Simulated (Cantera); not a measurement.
Feed: 1 mol Cu2O, 2.9 mol C, 2.3 mol CO, 1.6 mol CH4, equilibrated at 1300 K and 133 Pa.

Cantera equilibrium calculation (NASA polynomials, part measured and part estimated; ideal gas, pure solids and liquids). Candidate condensed phases: C, C6H6, C7H8, C8H18, Cu, CuO, Cu(OH)2, Cu2O, H2O; 113 gas species. Equilibrium is a limit: real reactors are often held back by kinetics, nucleation or transport.

Base state: CO 0.508, H2 0.492, Cu 0.000118, H 2.13e-5 (mole fractions); condensed: C(graphite) + Cu(s).

What changes in the equilibrium state with this change: temperature from 1300 K to 2448 K?


```csv
species,before,after
CO,0.508,0.340
H,2.13e-5,0.247
Cu,0.000118,0.206
H2,0.492,0.205
C3,<1e-9,0.000163
C2H,<1e-9,0.000137
C,<1e-9,6.01e-5
C2,<1e-9,1.49e-5
C2H2 (acetylene),2.84e-7,0.00177
"C(graphite), mol",3.50,3.46
"Cu(s), mol",2.00,0
```
